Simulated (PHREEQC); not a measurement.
Brine

A solution holds 4.7 mol/kgw NaBr and 0.024 mol/kgw K2SO4, at 25 °C. Closed to the air; pH follows from the charge balance.

Equilibrium calculation in PHREEQC: Pitzer model, pitzer.dat.

```json
{
  "ionic_strength": "4.77 mol/kgw",
  "activity_of_water": "0.807",
  "density": "1.315 g/cm³",
  "osmotic_coefficient": "1.260"
}
```

| species | molality | activity | log γ |
|---|---|---|---|
| Br- | 4.70 | 3.38 | -0.143 |
| Na+ | 4.70 | 6.88 | 0.165 |
| K+ | 0.0480 | 0.0363 | -0.121 |
| SO4-2 | 0.0240 | 0.000185 | -2.114 |
| OH- | 8.80e-8 | 2.20e-8 | -0.602 |
| H+ | 7.44e-8 | 3.71e-7 | 0.698 |
| HSO4- | 1.37e-8 | 6.53e-9 | -0.321 |

No solid was allowed to form.
